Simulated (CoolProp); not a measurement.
Vapour-liquid equilibrium of propylene (1) + R152A (2) at 14 kPa; x and y are mole fractions of (1).

The numbers come from the multi-fluid Helmholtz-energy mixture model, Lemmon 2013 and Outcalt 1996; pair parameters Bell 2016 in CoolProp.

```tsv
x	bubble temperature, mixture model (K)	bubble temperature, Raoult's law (K)	y, mixture model	y, Raoult's law
0.05	205.2	210.0	0.398	0.168
0.15	197.6	206.4	0.681	0.416
0.25	194.1	203.4	0.774	0.583
0.35	192.4	200.8	0.814	0.701
0.45	191.6	198.5	0.835	0.786
0.55	191.1	196.5	0.848	0.850
0.65	190.7	194.7	0.860	0.898
0.75	190.4	193.2	0.876	0.936
0.85	190.1	191.7	0.903	0.966
0.95	189.8	190.4	0.955	0.990
```

The largest gap from Raoult's law is -9.3 K in bubble temperature, at x = 0.25. No azeotrope shows between x = 0.05 and 0.95.

Pair parameters are fitted to limited data, so mixtures are less certain than the pure fluids. With so large a gap from Raoult's law the liquid may split in two, which this calculation doesn't test in full.
